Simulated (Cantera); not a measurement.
Input (Python, Cantera) and output of one run.

```python
import numpy as np
import cantera as ct

gas_names = """
    CL SiCL2 CL2 Si
""".split()
cond_names = """
    Si(cr) Si(L)
""".split()


# ... load() reads the species with a 1 bar reference pressure and builds the phases ...
species = {s.name: s for s in load("nasa_gas.yaml", gas_names) + load("nasa_condensed.yaml", cond_names)}
# Each term lists the table entries of one substance; the one whose range holds T is used.
reactions = {
    'Si + 2 Cl(g) = SiCl2(g)':
        [(-1, ['Si(cr)', 'Si(L)']), (-2, ['CL']), (1, ['SiCL2'])],
    'Si + Cl2(g) = SiCl2(g)':
        [(-1, ['Si(cr)', 'Si(L)']), (-1, ['CL2']), (1, ['SiCL2'])],
    'SiCl2(g) = Si(g) + 2 Cl(g)':
        [(-1, ['SiCL2']), (1, ['Si']), (2, ['CL'])],
}


def pick(names, T):
    return next(species[n] for n in names if species[n].thermo.min_temp <= T <= species[n].thermo.max_temp)


results = []
for label, terms in reactions.items():
    print(label)
    print("     T/K   dH/kJ  dS/(J/K)   dG/kJ   log10 K")
    for T in [300, 1800, 1850, 1900, 1950, 2000, 2050, 2100, 2150, 2200, 2250]:
        used = [(nu, pick(names, T)) for nu, names in terms]
        dH = sum(nu * s.thermo.h(T) for nu, s in used) / 1e6
        dS = sum(nu * s.thermo.s(T) for nu, s in used) / 1e3
        dG = dH - T * dS / 1e3
        logK = -dG * 1e6 / (ct.gas_constant * T * np.log(10))
        results.append((label, T, dH, dS, dG, logK, [s.name for _, s in used]))
        print(f"{T:8g} {dH:8.1f} {dS:8.1f} {dG:8.1f} {logK:8.2f}")
```

Result:

```
Si + 2 Cl(g) = SiCl2(g)
     T/K   dH/kJ  dS/(J/K)   dG/kJ   log10 K
     300   -411.2    -67.9   -390.9    68.05
    1800   -481.9   -121.9   -262.4     7.61
    1850   -482.5   -122.3   -256.3     7.24
    1900   -483.1   -122.6   -250.2     6.88
    1950   -483.7   -122.9   -244.0     6.54
    2000   -484.3   -123.2   -237.9     6.21
    2050   -484.9   -123.5   -231.7     5.90
    2100   -485.5   -123.8   -225.5     5.61
    2150   -486.1   -124.1   -219.3     5.33
    2200   -486.6   -124.3   -213.1     5.06
    2250   -487.2   -124.6   -206.9     4.80
Si + Cl2(g) = SiCl2(g)
     T/K   dH/kJ  dS/(J/K)   dG/kJ   log10 K
     300   -168.6     39.4   -180.5    31.42
    1800   -228.5     -0.3   -227.9     6.61
    1850   -228.8     -0.5   -227.9     6.43
    1900   -229.2     -0.7   -227.9     6.26
    1950   -229.6     -0.9   -227.8     6.10
    2000   -230.0     -1.1   -227.8     5.95
    2050   -230.4     -1.3   -227.7     5.80
    2100   -230.8     -1.5   -227.6     5.66
    2150   -231.2     -1.7   -227.6     5.53
    2200   -231.6     -1.9   -227.5     5.40
    2250   -232.0     -2.0   -227.4     5.28
SiCl2(g) = Si(g) + 2 Cl(g)
     T/K   dH/kJ  dS/(J/K)   dG/kJ   log10 K
     300    861.2    217.1    796.1  -138.61
    1800    874.3    234.7    451.9   -13.11
    1850    874.6    234.8    440.1   -12.43
    1900    874.9    235.0    428.4   -11.78
    1950    875.2    235.2    416.6   -11.16
    2000    875.6    235.4    404.9   -10.57
    2050    875.9    235.5    393.1   -10.02
    2100    876.2    235.7    381.3    -9.48
    2150    876.5    235.8    369.5    -8.98
    2200    876.9    236.0    357.7    -8.49
    2250    877.2    236.1    345.9    -8.03
```

Source: NASA polynomial tables (part measured, part estimated), evaluated in Cantera. Condensed species are held in their standard states even where they would react or evaporate.
